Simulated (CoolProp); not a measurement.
Properties of R113 at several states (Tc = 214.1 °C, pc = 3.392 MPa, ω = 0.253).

Values from CoolProp's reference Helmholtz-energy equation of state, Marx 1992.

| T (°C) | p (MPa) | phase | cp (kJ/(kg K)) | cv (kJ/(kg K)) | expansivity (1/kK) |
|---|---|---|---|---|---|
| -25.95 | 0.116 | liquid | [?] | 0.6279 | [?] |
| 160.65 | 0.402 | gas | [?] | 0.7280 | 2.830 |
| -13.85 | 0.0191 | liquid | 0.8850 | 0.6362 | 1.390 |
| -26.75 | 0.0977 | liquid | [?] | [?] | [?] |
| 77.75 | 0.701 | liquid | [?] | 0.7141 | [?] |

**Question.** What belongs in the gaps?

**Answer.** 
- -25.95, cp (kJ/(kg K)): 0.8771
- -25.95, expansivity (1/kK): 1.358
- 160.65, cp (kJ/(kg K)): 0.7868
- -26.75, cp (kJ/(kg K)): 0.8767
- -26.75, cv (kJ/(kg K)): 0.6274
- -26.75, expansivity (1/kK): 1.357
- 77.75, cp (kJ/(kg K)): 0.9734
- 77.75, expansivity (1/kK): 1.875
